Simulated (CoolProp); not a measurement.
Model: reference Helmholtz-energy equation of state, Lemmon 2005, in CoolProp. It is a short technical equation, of lower accuracy than the large ones.

Problem. For 1-butene, give the phase and the density (kg/m³), cp (kJ/(kg K)), isothermal compressibility (1/MPa), expansivity (1/kK) at 433.5 K and 3.49 MPa; 513.6 K and 3.49 MPa.

Solution. 
- 433.5 K and 3.49 MPa: gas; density 84.0, cp 2.96, isothermal compressibility 0.511, expansivity 9.44
- 513.6 K and 3.49 MPa: gas; density 54.8, cp 2.58, isothermal compressibility 0.345, expansivity 3.51
